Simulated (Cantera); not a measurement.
A closed system holds: 1 mol C3H6, 0.7 mol O2, 0.93 mol N2, 0.048 mol H2O, at 100 Torr.

Equilibrium computed with Cantera from the NASA thermochemical tables; the gas is ideal and each condensed phase is pure. Candidate condensed phases: C, C6H6, C7H8, C8H18, H2O; 136 gas species. Equilibrium is a limit: real reactors are often held back by kinetics, nucleation or transport.

Over these rows the condensed part is C(graphite). Partial pressures as log10 of bar:

| T (K) | 1000/T (1/K) | log p HCN | log p H2 | log p CO | log p N2 |
|---|---|---|---|---|---|
| 1248 | 0.8013 | -5.29 | -1.13 | -1.45 | -1.64 |
| 1348 | 0.7418 | -4.88 | -1.13 | -1.45 | -1.64 |
| 1448 | 0.6906 | ? | -1.13 | -1.45 | -1.64 |
| 1548 | 0.6460 | -4.22 | -1.13 | -1.45 | -1.64 |
| 1648 | 0.6068 | -3.95 | -1.13 | -1.45 | -1.64 |
| 1748 | 0.5721 | -3.71 | -1.13 | -1.45 | -1.64 |

**Question.** Fit log p(HCN) = a + b·(1000/T) to the five rows, give the apparent enthalpy, and predict the row at 1448 K.

**Answer.** Means: 1000/T = 0.6736, log p = -4.410. Sxy = -0.251452, Sxx = 0.0364848, so b = -6.89 and a = -4.410 − (-6.89)×0.6736 = 0.23.
Apparent enthalpy: −19.145 × (-6.89) = 132 kJ/mol. With the condensed phases at unit activity, C(graphite) + 1/2 H2(g) + 1/2 N2(g) = HCN(g) links this pressure to the main gases: over the six rows their terms move log p by +0.00 in all, so the slope is close to that reaction's ΔH°. The five rows lie within 0.01 of the line.
Prediction at 1448 K: 0.23 + (-6.89)×0.6906 = -4.53. The computed value is -4.52, 0.01 from the line.
